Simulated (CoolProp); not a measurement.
R227EA along the isotherm -32.75 °C: fugacity coefficient from the reference equation and from simpler models built on Tc = 101.8 °C, pc = 2.925 MPa, ω = 0.358; each cubic takes its own stable root.

Model: reference Helmholtz-energy equation of state, Lemmon 2016, in CoolProp.

```json
[
 {"p (MPa)": "0.548", "phase": "liquid", "reference": "0.08569"},
 {"p (MPa)": "1.1", "phase": "liquid", "reference": "0.04396"},
 {"p (MPa)": "1.65", "phase": "liquid", "reference": "0.03017"},
 {"p (MPa)": "2.19", "phase": "liquid", "reference": "0.02339"},
 {"p (MPa)": "2.74", "phase": "liquid", "reference": "0.01925"},
 {"p (MPa)": "3.29", "phase": "liquid", "reference": "0.01651"},
 {"p (MPa)": "3.84", "phase": "liquid", "reference": "0.01456"},
 {"p (MPa)": "4.39", "phase": "liquid", "reference": "0.01311"}
]
```

Task: How far does each simpler model (van der Waals, Soave-Redlich-Kwong) lie from the reference over these 8 states: mean and median of the absolute difference, and the worst?

Result: 
- van der Waals: mean 664.7 %, median 664.3 %, worst +715.4 % at -32.75 °C and 4.39 MPa
- Soave-Redlich-Kwong: mean 1.2 %, median 1.2 %, worst +2.1 % at -32.75 °C and 4.39 MPa
